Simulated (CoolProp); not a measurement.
Saturation properties of n-undecane.

Values from CoolProp's reference Helmholtz-energy equation of state, Aleksandrov 2011. It is a short technical equation, of lower accuracy than the large ones.

| T (K) | p (MPa) | vapour density (kg/m³) | enthalpy of vaporisation (kJ/kg) |
|---|---|---|---|
| 414.7 | 0.02152 | 0.9994 | 296.8 |
| 420 | 0.02560 | 1.178 | 293.9 |
| 425.4 | 0.03039 | 1.385 | 290.8 |
| 430.8 | 0.03587 | 1.620 | 287.8 |
| 436.1 | 0.04201 | 1.882 | 284.7 |
| 441.5 | 0.04910 | 2.182 | 281.6 |
| 446.9 | 0.05712 | 2.520 | 278.4 |
| 452.2 | 0.06598 | 2.892 | 275.3 |

It boils at 468.9 K under 1 atm.
